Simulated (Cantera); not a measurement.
Cantera run:

```python
import numpy as np
import cantera as ct

gas_names = [...]  # 123 gases of nasa_gas.yaml made of C, H, O, Si
cond_names = """
    C(gr) C6H6(L) C7H8(L) C8H18(L),n-octa H2O(s) H2O(L) Si(cr) Si(L) SiC(b) SiO2(Lqz) SiO2(hqz) SiO2(L)
""".split()


# ... load() reads the species with a 1 bar reference pressure and builds the phases ...
atoms = {
    'SiO2': {'Si': 1, 'O': 2},
    'CH4': {'C': 1, 'H': 4},
    'CO': {'C': 1, 'O': 1},
}
top_T = {'C(gr)': 4500, 'SiC(b)': 3050}  # K; cautious upper limits of use, not melting points


# ... equilibrate(T, P, feed) seeds the gas with the atoms and calls Mixture.equilibrate('TP', solver="vcs", rtol=1e-11, max_steps=5000) ...
results = []
feed = {'SiO2': 1, 'CH4': 1.2, 'CO': 1.3}  # mol
P = 160  # Pa
for T in [1625, 1675, 1725, 1775, 1825, 1875, 1925, 1975]:
    mix = equilibrate(T, P, feed)
    results.append((T, P, feed, dict(zip(mix.species_names, mix.species_moles))))

top = {s: max(r[3][s] / sum(r[3][g] for g in gas_names) for r in results) for s in gas_names}
cols = sorted((s for s in top if top[s] > 0.0001), key=lambda s: -top[s])[:8]
seen = [c for c in cond_names if any(r[3].get(c, 0) > 1e-12 for r in results)]
print("log10 of partial pressures in bar; condensed amounts in mol")
print(f"{'T/K':>10s}" + "".join(f"{s[:9]:>10s}" for s in cols + seen))
for T, P, feed, n in results:
    ng = sum(n[g] for g in gas_names)
    print(f"{T:10.4g}" + "".join(f"{np.log10(max(n[s] / ng * P / 1e5, 1e-99)):10.3f}" for s in cols)
          + "".join(f"{n.get(c, 0):10.4g}" for c in seen))
```

It prints:

```
log10 of partial pressures in bar; condensed amounts in mol
       T/K        CO        H2       SiO         H        Si      Si2C       SiH    SiC(b)
      1625    -3.172    -3.172    -3.598    -5.738    -7.694   -10.119    -8.980   0.09997
      1675    -3.172    -3.173    -3.598    -5.522    -7.235    -9.521    -8.597   0.09989
      1725    -3.172    -3.174    -3.598    -5.318    -6.804    -8.959    -8.236    0.0997
      1775    -3.173    -3.175    -3.599    -5.126    -6.397    -8.429    -7.896   0.09923
      1825    -3.173    -3.177    -3.600    -4.945    -6.013    -7.930    -7.575   0.09813
      1875    -3.174    -3.180    -3.602    -4.773    -5.650    -7.458    -7.273   0.09565
      1925    -3.175    -3.184    -3.607    -4.612    -5.307    -7.012    -6.988    0.0903
      1975    -3.176    -3.191    -3.615    -4.459    -4.983    -6.592    -6.722   0.07918
```

Method: chemical equilibrium by Gibbs-energy minimisation in Cantera with the NASA 1993 tables (ideal gas, pure condensed phases). Gases not in the tables: Si2H6 and higher silanes.
